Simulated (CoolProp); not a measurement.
Acetone along the isotherm 366.3 K: Z from the reference equation and from simpler models built on Tc = 508.1 K, pc = 46.92 bar, ω = 0.307; each cubic takes its own stable root.

Values from CoolProp's reference Helmholtz-energy equation of state, Lemmon 2006. It is a short technical equation, of lower accuracy than the large ones.

```
p (bar)   phase  reference  van der Waals  Redlich-Kwong  Soave-Redlich-Kwong  Peng-Robinson
-------  ------  ---------  -------------  -------------  -------------------  -------------
29.3     liquid    0.07895         0.1517         0.1056                  [?]        0.08909
58.7     liquid     0.1570         0.2967         0.2085               0.1998         0.1769
88       liquid     0.2339         0.4363         0.3085               0.2968         0.2631
117      liquid     0.3090         0.5711         0.4055               0.3913         0.3472
147      liquid     0.3860         0.7077         0.5041               0.4878         0.4332
176      liquid     0.4596         0.8376         0.5979               0.5799         0.5155
205      liquid     0.5326         0.9657         0.6906               0.6711            [?]
235      liquid     0.6074          1.097         0.7852               0.7644            [?]
```

Question: Some entries are withheld; supply them.

Answer: 
- 29.3, Soave-Redlich-Kwong: 0.1008
- 205, Peng-Robinson: 0.5969
- 235, Peng-Robinson: 0.6805
